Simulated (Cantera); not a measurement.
A freely propagating, adiabatic, planar premixed flame of H₂ : O₂ : N₂ : H₂O = 1 : 0.714 : 2.69 : 0.26 (molar parts), equivalence ratio 0.70, unburnt at 325 K and 1200 Torr; mixture-averaged transport, grid criteria slope 0.08 and curve 0.16, no radiation.

Computed with Cantera and the H2/O2 subset of GRI-Mech 3.0, which has no nitrogen chemistry. Burning velocities carry a grid error of a few per cent, more on coarse grids.

x: mole fraction of selected species; z is measured from the peak of heat release.

```
z (mm)   T (K)  u (m/s)      x H₂    x O₂   x H₂O      x OH       x O    x H₂O₂
-------  -----  -------  --------  ------  ------  --------  --------  --------
-0.661     325    0.890     0.214   0.153  0.0558     <1e-8     <1e-8     <1e-8
-0.440     325    0.888     0.212   0.154  0.0560     <1e-8     <1e-8   3.49e-8
-0.330     327    0.888     0.208   0.154  0.0563     <1e-8     <1e-8   2.85e-7
-0.220     338    0.904     0.193   0.157  0.0582     <1e-8   4.32e-8   4.13e-6
-0.110     492     1.26     0.144   0.159  0.0793   1.44e-5   4.21e-6   8.83e-5
-0.0550    817     2.04     0.101   0.143   0.125  0.000448  0.000159  0.000103
0         1180     2.91    0.0591   0.113   0.186   0.00154   0.00139   2.93e-5
0.0550       ?     3.52         ?       ?       ?         ?         ?         ?
0.110     1569     3.86    0.0154  0.0686   0.259   0.00625   0.00391   3.53e-6
0.220     1707     4.19   0.00766  0.0597   0.275   0.00739   0.00313   1.80e-6
0.440     1805     4.42         ?  0.0568   0.285         ?         ?         ?
0.881     1857     4.53   0.00147  0.0559   0.291   0.00408  0.000592   4.70e-7
1.76      1878     4.58  0.000464  0.0559   0.293   0.00239  0.000190   2.31e-7
```

Problem. Complete the blanks.

Solution. 
- 0.0550, T (K): 1426
- 0.0550, x H₂: 0.0292
- 0.0550, x O₂: 0.0841
- 0.0550, x H₂O: 0.234
- 0.0550, x OH: 0.00402
- 0.0550, x O: 0.00324
- 0.0550, x H₂O₂: 6.43e-6
- 0.440, x H₂: 0.00383
- 0.440, x OH: 0.00616
- 0.440, x O: 0.00159
- 0.440, x H₂O₂: 9.15e-7
